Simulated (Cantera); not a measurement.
A Cantera script and what it prints.

```python
import numpy as np
import cantera as ct

gas_names = """
    H HNO HNO2 HNO3 HO2 H2 H2O H2O2 N NH NH2 NH3 NH2OH NO NO2 NO3 N2 N2H2 N2H4 N2O O OH O2 O3 Pb PbO Pb2
""".split()
cond_names = """
    H2O(s) H2O(L) Pb(cr) Pb(L) PbO(rd) PbO(yw) PbO(L) PbO2(s) Pb3O4(s)
""".split()


# ... load() reads the species with a 1 bar reference pressure and builds the phases ...
atoms = {
    'Pb': {'Pb': 1},
    'H2': {'H': 2},
    'N2': {'N': 2},
    'O2': {'O': 2},
}
top_T = {'Pb3O4(s)': 820}  # K; cautious upper limits of use, not melting points


# ... equilibrate(T, P, feed) seeds the gas with the atoms and calls Mixture.equilibrate('TP', solver="vcs", rtol=1e-11, max_steps=5000) ...
results = []
T = 723  # K
P = 101325  # Pa
for m in [0.015, 0.023, 0.036, 0.057, 0.09, 0.14, 0.22, 0.35, 0.55, 0.87, 1.4]:
    feed = {'Pb': 1, 'H2': 0.33, 'N2': 1.2, 'O2': m}  # mol
    mix = equilibrate(T, P, feed)
    results.append((T, P, feed, dict(zip(mix.species_names, mix.species_moles))))

top = {s: max(r[3][s] / sum(r[3][g] for g in gas_names) for r in results) for s in gas_names}
cols = sorted((s for s in top if top[s] > 1e-05), key=lambda s: -top[s])[:5]
seen = [c for c in cond_names if any(r[3].get(c, 0) > 1e-12 for r in results)]
print("log10 of partial pressures in bar; condensed amounts in mol")
print(f"{'n(O2)':>10s}" + "".join(f"{s[:9]:>10s}" for s in cols + seen))
for T, P, feed, n in results:
    ng = sum(n[g] for g in gas_names)
    print(f"{feed['O2']:10.4g}" + "".join(f"{np.log10(max(n[s] / ng * P / 1e5, 1e-99)):10.3f}" for s in cols)
          + "".join(f"{n.get(c, 0):10.4g}" for c in seen))
```

It prints:

```
log10 of partial pressures in bar; condensed amounts in mol
     n(O2)        N2        O2       H2O        H2       NH3     Pb(L)   PbO(rd)
     0.015    -0.100   -31.990    -1.702    -0.703    -3.259         1         0
     0.023    -0.100   -31.572    -1.516    -0.727    -3.294         1         0
     0.036    -0.100   -31.099    -1.321    -0.769    -3.357         1         0
     0.057    -0.100   -30.546    -1.122    -0.846    -3.472         1         0
      0.09    -0.100   -29.833    -0.924    -1.004    -3.710         1         0
      0.14    -0.100   -28.496    -0.732    -1.481    -4.425         1         0
      0.22    -0.100   -21.234    -0.660    -5.041    -9.764      0.89      0.11
      0.35    -0.100   -21.234    -0.660    -5.041    -9.764      0.63      0.37
      0.55    -0.100   -21.234    -0.660    -5.041    -9.764      0.23      0.77
      0.87    -0.154    -0.922    -0.715   -15.251   -25.108         0         1
       1.4    -0.270    -0.483    -0.831   -15.586   -25.668         0         1
```

These are equilibrium values from Cantera (NASA tables, ideal gas, pure condensed phases), not measurements of a reactor.
